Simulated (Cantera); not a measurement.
A closed system holds: 1 mol TiO2, 1.4 mol CO, held at 0.900 Torr.

Method: chemical equilibrium by Gibbs-energy minimisation in Cantera with the NASA 1993 tables (ideal gas, pure condensed phases). Candidate condensed phases: C, Ti, TiC, TiO, TiO2, Ti2O3, Ti3O5, Ti4O7; 15 gas species. Mutual solubility and eutectic melting of coexisting phases are not modelled. Condensed phases not in the tables: Magnéli phases beyond Ti4O7. Kinetics and transport are ignored.

log p: log10 of the partial pressure in bar; n: condensed amount in mol.

```csv
T (°C),log p CO,log p CO2,log p TiO2,log p O,log p O2,log p TiO,log p Ti,n TiO2(rutile),n Ti4O7(s),n Ti4O7(l)
1300,-2.92,-4.96,-11.00,-11.87,-13.78,-12.07,<-14,0.949,0.0128,0
1400,-2.93,?,?,?,?,?,<-14,0.916,?,0
1500,-2.93,?,?,?,?,?,?,0.868,?,0
1600,-2.94,-4.37,-7.74,-8.44,-9.62,-8.98,-13.14,0.803,0.0494,0
1700,-2.95,-4.15,-6.88,-7.44,-8.36,-8.24,-12.43,0.668,0,0.0830
1800,-2.99,-3.75,-6.11,-6.32,-6.76,-7.81,-12.26,0.157,0,0.210
1900,-3.01,-3.68,-5.49,-5.62,-5.96,-7.17,-11.53,0,0,0.249
2000,-3.01,-3.72,-4.96,-5.09,-5.44,-6.52,-10.69,0,0,0.247
2100,-3.01,-3.80,-4.49,-4.66,-5.07,-5.89,-9.83,0,0,0.240
```

Fill in the missing entries.


- 1400, log p CO2: -4.74
- 1400, log p TiO2: -9.78
- 1400, log p O: -10.59
- 1400, log p O2: -12.23
- 1400, log p TiO: -10.91
- 1400, n Ti4O7(s): 0.0211
- 1500, log p CO2: -4.55
- 1500, log p TiO2: -8.70
- 1500, log p O: -9.46
- 1500, log p O2: -10.86
- 1500, log p TiO: -9.89
- 1500, log p Ti: -14.09
- 1500, n Ti4O7(s): 0.0330
